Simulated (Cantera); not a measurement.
Charge: 1 mol SiH4, 0.34 mol Cl2, 42 mol N2, held at 12.0 mbar.

These are equilibrium values from Cantera (NASA tables, ideal gas, pure condensed phases), not measurements of a reactor. Candidate condensed phases: NH4Cl, Si, Si3N4; 28 gas species. N2 is the only nitrogen source here; it is nearly inert below about 1500 K, so the nitride shown seldom forms there in practice. Kinetics and transport are ignored.

Over these rows the condensed part is Si3N4(s). Partial pressures as log10 of bar:

```tsv
T (K)	1000/T (1/K)	log p SiCl2	log p N2	log p H2	log p HCl
1173	0.8525	-7.74	-1.94	-3.34	-3.73
1223	0.8177	-7.26	-1.94	-3.34	-3.73
1273	0.7855	-6.82	-1.94	-3.34	-3.73
1323	0.7559	-6.42	-1.94	-3.34	-3.73
1373	0.7283	-6.05	-1.94	-3.34	-3.73
1423	0.7027	?	-1.94	-3.34	-3.74
```

Question: Fit log p(SiCl2) = a + b·(1000/T) to the five rows, give the apparent enthalpy, and predict the row at 1423 K.

Answer: Means: 1000/T = 0.7880, log p = -6.858. Sxy = -0.131221, Sxx = 0.0096431, so b = -13.61 and a = -6.858 − (-13.61)×0.7880 = 3.87.
Apparent enthalpy: −19.145 × (-13.61) = 261 kJ/mol. With the condensed phases at unit activity, 1/3 Si3N4(s) + 2 HCl(g) = SiCl2(g) + 2/3 N2(g) + H2(g) links this pressure to the main gases: over the six rows their terms move log p by -0.02 in all, so the slope is close to that reaction's ΔH°. The five rows lie within 0.01 of the line.
Prediction at 1423 K: 3.87 + (-13.61)×0.7027 = -5.69. The computed value is -5.71, 0.02 from the line.
